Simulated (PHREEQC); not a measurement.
A PHREEQC input (ion-association model, phreeqc.dat):

```
SOLUTION 1
  temp 305.15
  units mg/kgw
  pH 6.08
  pe 2.8
  Na 1.18
  K 0.603
  Ca 0.408
  Mg 0.564
  Cl 1.55
  S(6) 1.55 as SO4
  Alkalinity 3.34 as HCO3
  Ba 0.372
  Si 0.00763 as SiO2
  Br 0.00891
END
USE solution 1
EQUILIBRIUM_PHASES 1
  Chalcedony 0 0
  CO2(g) -3.4 10
END
```

The run finishes without an error or a warning.

Its last state differs from that of the intended input:

| quantity | as run | intended |
|---|---|---|
| pH | 6.71 | 7.00 |
| ionic strength (mol/kgw) | 0.000131 | 0.000187 |
| HCO3- (mol/kgw) | 1.68e-7 | 5.46e-5 |
| CO2 (mol/kgw) | 4.79e-6 | 1.13e-5 |
| MgSO4 (mol/kgw) | 1.28e-7 | 9.09e-8 |
| CaSO4 (mol/kgw) | 5.73e-9 | 2.68e-8 |

### Question
One thing in the input isn't as intended. What explains the difference?

### Answer
This is not unique; one that fits is The fault: the temperature typed in kelvin. The line should read `temp 32` where the input has `temp 305.15`.
